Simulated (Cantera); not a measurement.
An isothermal, constant-pressure homogeneous reactor starts with 20.8 % NO, 79.2 % N₂, at 2050 K and 11000 Pa.

Cantera simulation using GRI-Mech 3.0 (53 species, 325 reactions); the numbers are that mechanism's predictions, not measurements.

Task: Predict: x(NO) at 20.0 s; x(NO₂) at 20.0 s; x(O) at 20.0 s; x(N₂O) at 20.0 s; x(O₂) at 20.0 s.

Result: 
```
Property                                              Value
----------------  -----------------------------------------
x(NO) at 20.0 s     0.00713 (gas-phase equilibrium 0.00647)
x(NO₂) at 20.0 s    2.59e-6 (gas-phase equilibrium 2.35e-6)
x(O) at 20.0 s    0.000934 (gas-phase equilibrium 0.000935)
x(N₂O) at 20.0 s    1.31e-7 (gas-phase equilibrium 1.28e-7)
x(O₂) at 20.0 s         0.100 (gas-phase equilibrium 0.100)
```
